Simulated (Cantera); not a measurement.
Input (Python, Cantera) and output of one run.

```python
import numpy as np
import cantera as ct

gas_names = """
    O3 CrO3
""".split()
cond_names = """
    Cr(cr) Cr(L)
""".split()


# ... load() reads the species with a 1 bar reference pressure and builds the phases ...
species = {s.name: s for s in load("nasa_gas.yaml", gas_names) + load("nasa_condensed.yaml", cond_names)}
# Each term lists the table entries of one substance; the one whose range holds T is used.
reactions = {
    'Cr + O3(g) = CrO3(g)':
        [(-1, ['Cr(cr)', 'Cr(L)']), (-1, ['O3']), (1, ['CrO3'])],
}


def pick(names, T):
    return next(species[n] for n in names if species[n].thermo.min_temp <= T <= species[n].thermo.max_temp)


results = []
for label, terms in reactions.items():
    print(label)
    print("     T/K   dH/kJ  dS/(J/K)   dG/kJ   log10 K")
    for T in [975, 1175, 1375, 1575, 1775, 1975, 2175, 2375, 2575, 2775, 2975]:
        used = [(nu, pick(names, T)) for nu, names in terms]
        dH = sum(nu * s.thermo.h(T) for nu, s in used) / 1e6
        dS = sum(nu * s.thermo.s(T) for nu, s in used) / 1e3
        dG = dH - T * dS / 1e3
        logK = -dG * 1e6 / (ct.gas_constant * T * np.log(10))
        results.append((label, T, dH, dS, dG, logK, [s.name for _, s in used]))
        print(f"{T:8g} {dH:8.1f} {dS:8.1f} {dG:8.1f} {logK:8.2f}")
```

It prints:

```
Cr + O3(g) = CrO3(g)
     T/K   dH/kJ  dS/(J/K)   dG/kJ   log10 K
     975   -438.8     -3.5   -435.4    23.33
    1175   -440.8     -5.3   -434.6    19.32
    1375   -443.3     -7.3   -433.3    16.46
    1575   -446.9     -9.7   -431.6    14.31
    1775   -451.9    -12.7   -429.4    12.64
    1975   -458.6    -16.2   -426.5    11.28
    2175   -486.8    -29.6   -422.4    10.15
    2375   -493.2    -32.4   -416.2     9.15
    2575   -500.5    -35.4   -409.5     8.31
    2775   -508.7    -38.4   -402.1     7.57
    2975   -517.6    -41.5   -394.1     6.92
```

Standard-state values (1 bar) from the NASA 1993 polynomials, evaluated with Cantera. Condensed species are held in their standard states even where they would react or evaporate.
